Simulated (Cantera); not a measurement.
Cantera run:

```python
import numpy as np
import cantera as ct

gas_names = [...]  # 127 gases of nasa_gas.yaml made of C, Fe, H, O, S
cond_names = """
    C(gr) C6H6(L) C7H8(L) C8H18(L),n-octa Fe(a) Fe(c) Fe(d) Fe(L) FeC5O5(L) FeO(s) FeO(L) Fe(OH)2(s)
    Fe(OH)3(s) FeS(a) FeS(b) FeS(c) FeS(L) FeSO4(s) FeS2(s) Fe2O3(s) Fe2S3O12(s) Fe3O4(s) H2O(s) H2O(L)
    H2SO4(L) S(cr1) S(cr2) S(L)
""".split()


# ... load() reads the species with a 1 bar reference pressure and builds the phases ...
atoms = {
    'FeS': {'Fe': 1, 'S': 1},
    'H2S': {'H': 2, 'S': 1},
    'CO2': {'C': 1, 'O': 2},
    'SO3': {'S': 1, 'O': 3},
}
top_T = {'C(gr)': 4500, 'FeSO4(s)': 950, 'FeS2(s)': 1010, 'Fe2O3(s)': 1830, 'Fe2S3O12(s)': 1100, 'Fe3O4(s)': 1870}  # K; cautious upper limits of use, not melting points


# ... equilibrate(T, P, feed) seeds the gas with the atoms and calls Mixture.equilibrate('TP', solver="vcs", rtol=1e-11, max_steps=5000) ...
results = []
T = 1050  # K
P = 39000  # Pa
for m in [0.17, 0.22, 0.29, 0.38, 0.49, 0.64, 0.82, 1.1, 1.4, 1.8, 2.3]:
    feed = {'FeS': 1, 'H2S': m, 'CO2': 1.3, 'SO3': 2.2}  # mol
    mix = equilibrate(T, P, feed)
    results.append((T, P, feed, dict(zip(mix.species_names, mix.species_moles))))
    x = sorted(zip(gas.X, gas.species_names), reverse=True)
    print(f"T = {T:g} K  P = {P:g} Pa  n(H2S) = {m:g} mol  gas = {mix.phase_moles(0):.4g} mol")
    print("   x: " + "  ".join(f"{s} {v:.3e}" for v, s in x if v > 0.001))
    print("   condensed (mol): " + ("  ".join(f"{mix.phase(i).name} {mix.phase_moles(i):.4g}"
          for i in range(1, mix.n_phases) if mix.phase_moles(i) > 1e-12) or "none"))
```

It prints:

```
T = 1050 K  P = 39000 Pa  n(H2S) = 0.17 mol  gas = 4.369 mol
   x: SO2 6.354e-01  CO2 2.966e-01  H2O 3.793e-02  S2 2.583e-02  S2O 2.313e-03
   condensed (mol): FeS(c) 0.3432  Fe3O4(s) 0.2189
T = 1050 K  P = 39000 Pa  n(H2S) = 0.22 mol  gas = 4.424 mol
   x: SO2 6.285e-01  CO2 2.930e-01  H2O 4.848e-02  S2 2.561e-02  S2O 2.286e-03  H2S 1.108e-03
   condensed (mol): FeS(c) 0.3866  Fe3O4(s) 0.2045
T = 1050 K  P = 39000 Pa  n(H2S) = 0.29 mol  gas = 4.501 mol
   x: SO2 6.192e-01  CO2 2.879e-01  H2O 6.281e-02  S2 2.530e-02  S2O 2.248e-03  H2S 1.433e-03
   condensed (mol): FeS(c) 0.4474  Fe3O4(s) 0.1842
T = 1050 K  P = 39000 Pa  n(H2S) = 0.38 mol  gas = 4.6 mol
   x: SO2 6.076e-01  CO2 2.817e-01  H2O 8.054e-02  S2 2.493e-02  S2O 2.202e-03  H2S 1.834e-03
   condensed (mol): FeS(c) 0.5256  Fe3O4(s) 0.1581
T = 1050 K  P = 39000 Pa  n(H2S) = 0.49 mol  gas = 4.721 mol
   x: SO2 5.942e-01  CO2 2.745e-01  H2O 1.012e-01  S2 2.448e-02  H2S 2.299e-03  S2O 2.149e-03
   condensed (mol): FeS(c) 0.6212  Fe3O4(s) 0.1263
T = 1050 K  P = 39000 Pa  n(H2S) = 0.64 mol  gas = 4.886 mol
   x: SO2 5.769e-01  CO2 2.652e-01  H2O 1.277e-01  S2 2.391e-02  H2S 2.893e-03  S2O 2.080e-03
   condensed (mol): FeS(c) 0.7516  Fe3O4(s) 0.08279
T = 1050 K  P = 39000 Pa  n(H2S) = 0.82 mol  gas = 5.085 mol
   x: SO2 5.577e-01  CO2 2.549e-01  H2O 1.573e-01  S2 2.327e-02  H2S 3.550e-03  S2O 2.004e-03
   condensed (mol): FeS(c) 0.9081  Fe3O4(s) 0.03063
T = 1050 K  P = 39000 Pa  n(H2S) = 1.1 mol  gas = 5.413 mol
   x: SO2 5.110e-01  CO2 2.392e-01  H2O 1.953e-01  S2 4.256e-02  H2S 7.243e-03  S2O 3.017e-03
   condensed (mol): FeS(c) 1
T = 1050 K  P = 39000 Pa  n(H2S) = 1.4 mol  gas = 5.777 mol
   x: SO2 4.557e-01  H2O 2.280e-01  CO2 2.239e-01  S2 7.261e-02  H2S 1.337e-02  S2O 4.253e-03
   condensed (mol): FeS(c) 1
T = 1050 K  P = 39000 Pa  n(H2S) = 1.8 mol  gas = 6.26 mol
   x: SO2 3.932e-01  H2O 2.640e-01  CO2 2.063e-01  S2 1.063e-01  H2S 2.218e-02  S2O 5.257e-03  H2 1.342e-03
   condensed (mol): FeS(c) 1
T = 1050 K  P = 39000 Pa  n(H2S) = 2.3 mol  gas = 6.861 mol
   x: SO2 3.290e-01  H2O 2.996e-01  CO2 1.880e-01  S2 1.403e-01  H2S 3.387e-02  S2O 5.922e-03  H2 1.785e-03
   condensed (mol): FeS(c) 1
```

These are equilibrium values from Cantera (NASA tables, ideal gas, pure condensed phases), not measurements of a reactor. Mutual solubility and eutectic melting of coexisting phases are not modelled. FeS: taken at fixed stoichiometry. Gases not in the tables: S3 to S7.
